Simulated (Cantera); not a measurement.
Charge: 1 mol MgCO₃, 0.014 mol O₂, held at 1925 °C and 9.75 Torr.

These are equilibrium values from Cantera (NASA tables, ideal gas, pure condensed phases), not measurements of a reactor. Candidate condensed phases: C, Mg, MgCO₃, MgO; 15 gas species. Kinetics and transport are ignored.

Base state: CO₂ 0.771, CO 0.142, O₂ 0.0805, O 0.00665, Mg 0.000531, MgO 5.47e-5 (mole fractions); condensed: MgO(s).

Task: What changes in the equilibrium state with this change: temperature from 1925 °C to 277 °C?

Result: 
```json
[
 {"species": "CO₂", "before": "0.771", "after": "0.747"},
 {"species": "O₂", "before": "0.0805", "after": "0.253"},
 {"species": "CO", "before": "0.142", "after": "<1e-9"},
 {"species": "Mg", "before": "0.000531", "after": "<1e-9"},
 {"species": "O", "before": "0.00665", "after": "<1e-9"},
 {"species": "MgO", "before": "5.47e-5", "after": "<1e-9"},
 {"species": "MgO(s), mol", "before": "0.999", "after": "0.0413"},
 {"species": "MgCO₃(s), mol", "before": "0", "after": "0.959"}
]
```

Task: What changes in the equilibrium state with this change: 0.015 mol H₂ added?

Result: 
| species | before | after |
|---|---|---|
| CO₂ | 0.771 | 0.758 |
| CO | 0.142 | 0.145 |
| O₂ | 0.0805 | 0.0748 |
| H₂O | 0 | 0.0108 |
| Mg | 0.000531 | 0.000552 |
| OH | 0 | 0.00372 |
| H | 0 | 0.000966 |
| H₂ | 0 | 0.000390 |
| MgOH | 0 | 1.60e-5 |
| O | 0.00665 | 0.00641 |
| MgO(s), mol | 0.999 | 0.999 |
Further candidate phases: C₆H₆, C₇H₈, C₈H₁₈, H₂O, Mg(OH)₂.
